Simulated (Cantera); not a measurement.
## Gas-phase reforming

A perfectly stirred reactor is fed with 53.5 % CH4, 21.4 % CO2, 25.1 % H2, at 5.00 bar; it is held at 2075 K, and followed from long to short residence time.

Detailed kinetics in Cantera: GRI-Mech 3.0 (53 species, 325 reactions). GRI-Mech 3.0 stops at C3 and has no aromatics, soot or wall deposition, so with more carbon than oxygen in the feed, carbon stays in small species such as C2H2 where larger ones or solid carbon would form.

| τ (s) | x CH4 | x CO2 | x H2 | x H2O2 | x H2O |
|---|---|---|---|---|---|
| 8.1 | 0.00782 | 9.63e-6 | 0.656 | <1e-12 | 0.000101 |
| 1.4 | 0.00808 | 5.29e-5 | 0.655 | <1e-12 | 0.000551 |
| 0.23 | 0.00948 | 0.000308 | 0.652 | <1e-12 | 0.00318 |
| 0.039 | 0.0150 | 0.00155 | 0.637 | <1e-12 | 0.0154 |
| 0.0065 | 0.0299 | 0.00596 | 0.595 | 4.95e-12 | 0.0504 |
| 0.0011 | 0.0643 | 0.0206 | 0.534 | 1.76e-11 | 0.0910 |
| 0.00018 | 0.148 | 0.0745 | 0.481 | 1.60e-11 | 0.0777 |
x: mole fraction; the columns are a selection and need not sum to one.
